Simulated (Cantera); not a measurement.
Input (Python, Cantera) and output of one run.

```python
import numpy as np
import cantera as ct

gas_names = """
    CL CL2 N N2 Si SiCL SiCL2 SiCL3 SiCL4 SiN Si2 Si2N Si3
""".split()
cond_names = """
    Si(cr) Si(L) Si3N4(a)
""".split()


# ... load() reads the species with a 1 bar reference pressure and builds the phases ...
atoms = {
    'Si2Cl6': {'Si': 2, 'CL': 6},
    'Cl2': {'CL': 2},
    'N2': {'N': 2},
}
top_T = {'Si3N4(a)': 2400}  # K; cautious upper limits of use, not melting points


# ... equilibrate(T, P, feed) seeds the gas with the atoms and calls Mixture.equilibrate('TP', solver="vcs", rtol=1e-11, max_steps=5000) ...
results = []
feed = {'Si2Cl6': 1, 'Cl2': 0.026, 'N2': 25}  # mol
P = 1000  # Pa
for T in [1098, 1123, 1148, 1173, 1198, 1223, 1248, 1273, 1298, 1323]:
    mix = equilibrate(T, P, feed)
    results.append((T, P, feed, dict(zip(mix.species_names, mix.species_moles))))
    x = sorted(zip(gas.X, gas.species_names), reverse=True)
    print(f"T = {T:g} K  P = {P:g} Pa  gas = {mix.phase_moles(0):.4g} mol")
    print("   x: " + "  ".join(f"{s} {v:.3e}" for v, s in x if v > 1e-06))
    print("   condensed (mol): " + ("  ".join(f"{mix.phase(i).name} {mix.phase_moles(i):.4g}"
          for i in range(1, mix.n_phases) if mix.phase_moles(i) > 1e-12) or "none"))
```

Output:

```
T = 1098 K  P = 1000 Pa  gas = 26.19 mol
   x: N2 9.421e-01  SiCL4 5.741e-02  SiCL3 4.356e-04  SiCL2 4.647e-05
   condensed (mol): Si3N4(a) 0.1612
T = 1123 K  P = 1000 Pa  gas = 26.2 mol
   x: N2 9.420e-01  SiCL4 5.722e-02  SiCL3 6.509e-04  SiCL2 9.200e-05
   condensed (mol): Si3N4(a) 0.1605
T = 1148 K  P = 1000 Pa  gas = 26.2 mol
   x: N2 9.419e-01  SiCL4 5.694e-02  SiCL3 9.542e-04  SiCL2 1.765e-04
   condensed (mol): Si3N4(a) 0.1595
T = 1173 K  P = 1000 Pa  gas = 26.21 mol
   x: N2 9.418e-01  SiCL4 5.653e-02  SiCL3 1.373e-03  SiCL2 3.288e-04  CL 1.140e-06
   condensed (mol): Si3N4(a) 0.1579
T = 1198 K  P = 1000 Pa  gas = 26.22 mol
   x: N2 9.415e-01  SiCL4 5.594e-02  SiCL3 1.940e-03  SiCL2 5.954e-04  CL 1.851e-06
   condensed (mol): Si3N4(a) 0.1555
T = 1223 K  P = 1000 Pa  gas = 26.24 mol
   x: N2 9.411e-01  SiCL4 5.511e-02  SiCL3 2.693e-03  SiCL2 1.049e-03  CL 2.944e-06
   condensed (mol): Si3N4(a) 0.1519
T = 1248 K  P = 1000 Pa  gas = 26.27 mol
   x: N2 9.406e-01  SiCL4 5.395e-02  SiCL3 3.668e-03  SiCL2 1.799e-03  CL 4.587e-06
   condensed (mol): Si3N4(a) 0.1464
T = 1273 K  P = 1000 Pa  gas = 26.31 mol
   x: N2 9.398e-01  SiCL4 5.233e-02  SiCL3 4.898e-03  SiCL2 3.005e-03  CL 7.007e-06
   condensed (mol): Si3N4(a) 0.1384
T = 1298 K  P = 1000 Pa  gas = 26.37 mol
   x: N2 9.386e-01  SiCL4 5.014e-02  SiCL3 6.401e-03  SiCL2 4.885e-03  CL 1.050e-05
   condensed (mol): Si3N4(a) 0.1268
T = 1323 K  P = 1000 Pa  gas = 26.45 mol
   x: N2 9.369e-01  SiCL4 4.722e-02  SiCL3 8.164e-03  SiCL2 7.720e-03  CL 1.541e-05
   condensed (mol): Si3N4(a) 0.1103
```

Cantera equilibrium calculation (NASA polynomials, part measured and part estimated; ideal gas, pure solids and liquids). The feed counts by its element totals alone. N2 is the only nitrogen source here; it is nearly inert below about 1500 K, so the nitride shown seldom forms there in practice. The tables' values for SiCl3 are old estimates; treat these amounts as uncertain.
